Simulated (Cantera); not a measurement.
A perfectly stirred reactor is fed with 9.27 % H2, 66.2 % O2, 24.5 % N2, at 10.00 Torr; it is held at 1123 K, and followed from long to short residence time.

Computed with Cantera and GRI-Mech 3.0 (53 species, 325 reactions). Radical loss at walls, strong at low pressure, is not modelled. The temperature is held fixed by assumption; the heat of reaction is taken as removed at once.

x: mole fraction; the columns are a selection and need not sum to one.

```csv
τ (s),x H2,x O2,x H2O2,x O,x H2O,x HO2,x H
0.34,0.000824,0.641,1.76e-7,0.00472,0.0947,3.86e-6,0.00116
0.098,0.00171,0.636,1.89e-7,0.00976,0.0917,4.74e-6,0.00363
0.028,0.00347,0.628,1.93e-7,0.0179,0.0854,5.28e-6,0.00974
0.0081,0.00695,0.620,2.06e-7,0.0255,0.0754,5.41e-6,0.0191
0.0023,0.0153,0.619,___,0.0259,0.0624,5.25e-6,0.0256
0.00067,0.0360,0.630,___,0.0183,0.0428,4.71e-6,0.0221
0.00019,0.0827,0.656,___,0.00331,0.00723,3.11e-6,0.00384
```

Problem. Fill in the missing entries.

Solution. 
- 0.0023, x H2O2: 2.54e-7
- 0.00067, x H2O2: 2.99e-7
- 0.00019, x H2O2: 5.33e-8
